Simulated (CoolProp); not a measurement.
Model: reference Helmholtz-energy equation of state, Lemmon 2016, in CoolProp.

Problem. Give the vapour pressure (kPa), liquid density (kg/m³), enthalpy of vaporisation (kJ/kg), liquid cp (kJ/(kg K)) of saturated R365MFC at 93.55, 126.55 °C.

Solution. 
| T (°C) | p (kPa) | liquid density (kg/m³) | enthalpy of vaporisation (kJ/kg) | liquid cp (kJ/(kg K)) |
|---|---|---|---|---|
| 93.55 | 501 | 1090 | 158 | 1.55 |
| 126.55 | 1060 | 992 | 134 | 1.69 |
